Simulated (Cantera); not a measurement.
Mixture: CH3OH : O2 : N2 = 1 : 0.938 : 3.52 (molar parts), equivalence ratio 1.6, at 110000 Pa, adiabatic and at constant volume. Ignition delay is the time to a rise of 400 K.

Detailed kinetics in Cantera: GRI-Mech 3.0 (53 species, 325 reactions). GRI-Mech 3.0 was tuned for natural gas; its chemistry of methanol as a main component is partial and can be far from experiment.

Task: What does this change do: 0.1 parts H2O added?

Result: 
```csv
quantity,before,after
delay at 1150 K,18.3 ms,17.5 ms
delay at 1200 K,7.68 ms,7.30 ms
delay at 1250 K,3.46 ms,3.29 ms
delay at 1300 K,1.67 ms,1.58 ms
delay at 1350 K,0.856 ms,0.811 ms
delay at 1400 K,0.464 ms,0.439 ms
delay at 1450 K,0.265 ms,0.251 ms
apparent activation energy between 1350 and 1450 K,190 kJ/mol,190 kJ/mol
```
